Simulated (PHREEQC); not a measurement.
Dissolve 0.22 mol/kgw NH4Cl, 1.1 mol/kgw NH3 and 0.0028 mol/kgw KCl at 25 °C. Closed to the air; pH follows from the charge balance.

All values are PHREEQC results (ion-association model, phreeqc.dat), not measurements.

```tsv
quantity	before	after
pH	10.14	9.31
ionic strength (mol/kgw)	0.223	0.223
NH4+ (mol/kgw)	0.220	0.220
```

Task: Which change was made?
A. KCl left out
B. temperature from 25 to 55 °C
C. temperature from 25 to 20 °C
D. 0.02 mol/kgw Ca(OH)2 added

Result: B, temperature from 25 to 55 °C

Precipitation was switched off in this run. Constants without temperature data keep their 25 °C values here.
